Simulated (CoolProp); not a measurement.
Vapour pressure (MPa) of R142b: the reference equation beside estimates from Tc = 410.3 K, pc = 4.055 MPa, ω = 0.232. Clausius-Clapeyron is anchored at 342.8 K with a constant enthalpy of vaporisation of 16.73 kJ/mol.

The numbers come from the reference Helmholtz-energy equation of state, Lemmon 2006 in CoolProp. It is a short technical equation, of lower accuracy than the large ones.

```csv
T (K),reference,Lee-Kesler,Clausius-Clapeyron,Redlich-Kwong,Soave-Redlich-Kwong
284.6,0.2178,0.2176,0.3308,0.3284,0.2175
299.2,0.3488,0.3498,0.4670,0.4965,0.3497
313.7,0.5307,0.5332,0.6373,0.7165,0.5342
328.3,0.7776,0.7816,0.8476,0.9992,(withheld)
342.8,1.098,1.103,1.098,1.348,1.113
357.4,(withheld),1.517,1.396,1.775,1.534
371.9,2.025,2.031,(withheld),2.280,(withheld)
386.5,2.665,2.673,2.133,2.878,2.705
```

Question: Complete the blanks.

Answer: 
- 328.3, Soave-Redlich-Kwong: 0.7855
- 357.4, reference: 1.511
- 371.9, Clausius-Clapeyron: 1.739
- 371.9, Soave-Redlich-Kwong: 2.058

Absolute difference from the reference over all 8 rows, mean and median: Lee-Kesler 0.4 and 0.3 %, Clausius-Clapeyron 19.6 and 17.0 %, Redlich-Kwong 27.2 and 25.6 %, Soave-Redlich-Kwong 1.0 and 1.2 %.
